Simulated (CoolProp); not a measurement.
Saturation properties of R1234ze(E).

Model: reference Helmholtz-energy equation of state, Thol 2016, in CoolProp.

```
T (K)  p (bar)  liquid density (kg/m³)  vapour density (kg/m³)  surface tension (mN/m)  liquid conductivity (mW/(m K))
-----  -------  ----------------------  ----------------------  ----------------------  ------------------------------
215.2   0.1277                    1395                  0.8214                    25.2                             106
221.9   0.1941                    1378                   1.215                    23.2                             103
228.5   0.2849                    1362                   1.739                    21.4                             100
235.2   0.4096                    1344                   2.441                    19.8                            97.6
241.8   0.5721                    1327                   3.337                    18.3                            95.0
248.5   0.7861                    1309                   4.495                    17.0                            92.4
255.1    1.055                    1291                   5.925                    15.7                            89.8
261.8    1.396                    1273                   7.720                    14.5                            87.3
268.4    1.812                    1254                   9.882                    13.4                            84.8
275.1    2.325                    1234                   12.54                       ?                               ?
281.7    2.935                    1215                   15.68                    11.3                            80.0
288.4    3.671                    1194                   19.49                    10.3                            77.6
295      4.527                    1173                   23.93                    9.36                            75.3
301.7    5.543                    1151                   29.25                    8.44                            73.0
308.4    6.721                    1128                   35.53                    7.54                               ?
```

Some entries are withheld; supply them.


- 275.1, surface tension (mN/m): 12.3
- 275.1, liquid conductivity (mW/(m K)): 82.4
- 308.4, liquid conductivity (mW/(m K)): 70.8

It boils at 254.2 K under 1 atm.

Thermal conductivity comes from a separate model (Perkins 2011). Surface tension comes from a separate correlation (Mulero 2014).
